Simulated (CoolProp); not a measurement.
Model: reference Helmholtz-energy equation of state, de Reuck 1990, in CoolProp.

Q: For fluorine, give the phase and the density (kg/m³), speed of sound (m/s), Joule-Thomson coefficient (K/MPa), fugacity coefficient at 132.9 K and 11900 kPa; 158.6 K and 11900 kPa; 197.2 K and 11900 kPa.

A: 
- 132.9 K and 11900 kPa: liquid; density 1170, speed of sound 510, Joule-Thomson coefficient 0.0537, fugacity coefficient 0.258
- 158.6 K and 11900 kPa: supercritical; density 832, speed of sound 300, Joule-Thomson coefficient 1.14, fugacity coefficient 0.505
- 197.2 K and 11900 kPa: supercritical; density 372, speed of sound 244, Joule-Thomson coefficient 2.75, fugacity coefficient 0.758
